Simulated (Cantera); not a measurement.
A perfectly stirred reactor is fed with 15.1 % CO, 2.87 % H2, 16.0 % O2, 60.4 % N2, 5.60 % CO2, equivalence ratio 0.56, at 101000 Pa; it is adiabatic with a 373 K inlet, and is followed from long to short residence time, starting on the burning branch (τ in s: 0.14, 0.065, 0.03, 0.014, 0.0065, 0.003, 0.0014, 0.00065, 0.0003, 0.00014, 6.6e-05, 3.1e-05).

Model: GRI-Mech 3.0 (53 species, 325 reactions), integrated in Cantera.

Question: Predict: blow-out, bracketed by the residence times tried; x(CO) at τ = 0.140 s; x(H2) at τ = 0.140 s; x(O2) at τ = 0.140 s; x(OH) at τ = 0.140 s; x(N2O) at τ = 0.140 s; x(CO) at τ = 1.40 ms; x(H2) at τ = 1.40 ms; x(O2) at τ = 1.40 ms; x(OH) at τ = 1.40 ms; x(N2O) at τ = 1.40 ms.

Answer: 
```
Quantity                                                                        Result
------------------------------------------------  ------------------------------------
blow-out, bracketed by the residence times tried  burning at 0.650 ms, out at 0.300 ms
x(CO) at τ = 0.140 s                                                           0.00241
x(H2) at τ = 0.140 s                                                           7.86e-5
x(O2) at τ = 0.140 s                                                            0.0779
x(OH) at τ = 0.140 s                                                           0.00102
x(N2O) at τ = 0.140 s                                                          6.92e-7
x(CO) at τ = 1.40 ms                                                            0.0284
x(H2) at τ = 1.40 ms                                                          0.000918
x(O2) at τ = 1.40 ms                                                            0.0879
x(OH) at τ = 1.40 ms                                                           0.00230
x(N2O) at τ = 1.40 ms                                                          4.38e-7
```
